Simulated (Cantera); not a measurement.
A perfectly stirred reactor is fed with H₂ : O₂ : N₂ = 1 : 1.25 : 4.7 (molar parts), at 750 Torr; it is adiabatic with a 325 K inlet, and is followed from long to short residence time, starting on the burning branch (τ in s: 0.023, 0.011, 0.0054, 0.0026, 0.0013, 0.00062, 0.0003, 0.00015, 7.2e-05, 3.5e-05, 1.7e-05).

Detailed kinetics in Cantera: GRI-Mech 3.0 (53 species, 325 reactions).

| quantity | before | after |
|---|---|---|
| blow-out, bracketed by the residence times tried | burning at 0.150 ms, out at 72.0 µs | burning at 72.0 µs, out at 35.0 µs |
| x(H₂) at τ = 23.0 ms | 0.000383 | 0.000321 |
| x(O₂) at τ = 23.0 ms | 0.116 | 0.116 |
| x(NO) at τ = 23.0 ms | 1.38e-6 | 3.97e-6 |
| x(H) at τ = 23.0 ms | 4.03e-5 | 5.05e-5 |
| x(O) at τ = 23.0 ms | 0.000218 | 0.000306 |
| x(H₂) at τ = 0.620 ms | 0.00422 | 0.00334 |
| x(O₂) at τ = 0.620 ms | 0.116 | 0.115 |
| x(NO) at τ = 0.620 ms | 1.98e-6 | 4.27e-6 |
| x(H) at τ = 0.620 ms | 0.00130 | 0.00166 |
| x(O) at τ = 0.620 ms | 0.00203 | 0.00295 |

Question: Name the change that produced these shifts.
A) pressure from 750 Torr to 8250 Torr
B) inlet temperature 325 to 500 K
C) H2 1 to 0.73 parts
D) H2 1 to 0.69 parts

Answer: B, inlet temperature 325 to 500 K
